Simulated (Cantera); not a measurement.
# Reactions in the system I-Mg-O

Cantera with NASA thermochemical tables; ideal gases at 1 bar, condensed phases pure. Values are per mole of reaction as written; species without (g) are pure solids or liquids, kept so even where they would boil at 1 bar.

2 I2(g) + 2 MgO = O2(g) + 2 MgI2

```json
[
 {"T (K)": "475", "ΔH° (kJ)": "348.7", "ΔS° (J/K)": "-97.6", "ΔG° (kJ)": "395.1", "log10 K": "-43.44", "condensed phases": "MgO(s), MgI2(s)"},
 {"T (K)": "675", "ΔH° (kJ)": "354.2", "ΔS° (J/K)": "-87.9", "ΔG° (kJ)": "413.6", "log10 K": "-32.00", "condensed phases": "MgO(s), MgI2(s)"},
 {"T (K)": "875", "ΔH° (kJ)": "360.4", "ΔS° (J/K)": "-79.9", "ΔG° (kJ)": "430.3", "log10 K": "-25.69", "condensed phases": "MgO(s), MgI2(s)"},
 {"T (K)": "1075", "ΔH° (kJ)": "429.6", "ΔS° (J/K)": "-4.5", "ΔG° (kJ)": "434.4", "log10 K": "-21.11", "condensed phases": "MgO(s), MgI2(l)"},
 {"T (K)": "1275", "ΔH° (kJ)": "440.6", "ΔS° (J/K)": "4.9", "ΔG° (kJ)": "434.3", "log10 K": "-17.79", "condensed phases": "MgO(s), MgI2(l)"},
 {"T (K)": "1475", "ΔH° (kJ)": "451.2", "ΔS° (J/K)": "12.6", "ΔG° (kJ)": "432.5", "log10 K": "-15.32", "condensed phases": "MgO(s), MgI2(l)"}
]
```
